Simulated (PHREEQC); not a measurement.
Dissolve 0.011 mol/kgw NiSO4, 0.018 mol/kgw NaOH and 0.00045 mol/kgw MnSO4 at 25 °C. It is in equilibrium with CO2 at log p = -3.4 (atm). Otherwise closed; pH follows from the charge balance.

Computed with PHREEQC (ion-association model, wateq4f.dat).

No solid was allowed to form.

Question: Order these Mn species by the share of Mn that they hold, largest first: MnSO4, MnHCO3+, Mn+2, MnCO3.

Answer: Mn+2 (63 %), MnSO4 (31 %), MnCO3 (4.0 %), MnHCO3+ (1.6 %)

Question: Order these Ni species by the share of Ni that they hold, largest first: NiCO3, Ni(CO3)2-2, NiSO4, NiHCO3+, Ni+2.

Answer: NiCO3 (78 %), Ni+2 (14 %), NiSO4 (7.1 %), NiHCO3+ (0.51 %), Ni(CO3)2-2 (0.41 %)

The pH is 7.86 and the ionic strength 0.0332 mol/kgw. Examples of supersaturated solids here: Ni(OH)2, Rhodochrosite. Others may be too. The database's nickel carbonate constants are estimates that later reviews lower a good deal.
